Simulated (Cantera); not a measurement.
A closed system holds: 1 mol MgCO3, 0.6 mol H2O, held at 1748.15 K and 0.100 bar.

These are equilibrium values from Cantera (NASA tables, ideal gas, pure condensed phases), not measurements of a reactor. Candidate condensed phases: C, C6H6, C7H8, C8H18, H2O, Mg, MgCO3, MgO, Mg(OH)2; 116 gas species. Equilibrium is a limit: real reactors are often held back by kinetics, nucleation or transport.

Base state: CO2 0.619, H2O 0.373, CO 0.00460, O2 0.00254, H2 0.000767, OH 0.000569, H 2.00e-5, O 1.17e-5 (mole fractions); condensed: MgO(s).

### Question
What changes in the equilibrium state with this change: MgCO3 replaced by CaCO3?

### Answer
| species | before | after |
|---|---|---|
| CO2 | 0.619 | 0.619 |
| H2O | 0.373 | 0.373 |
| CO | 0.00460 | 0.00460 |
| H2 | 0.000767 | 0.000767 |
| OH | 0.000569 | 0.000569 |
| H | 2.00e-5 | 2.00e-5 |
| O | 1.17e-5 | 1.17e-5 |
| O2 | 0.00254 | 0.00254 |
| MgO(s), mol | 1.000 | 0 |
| CaO(s), mol | 0 | 1.000 |
Further candidate phases: Ca, CaCO3, CaO, Ca(OH)2.
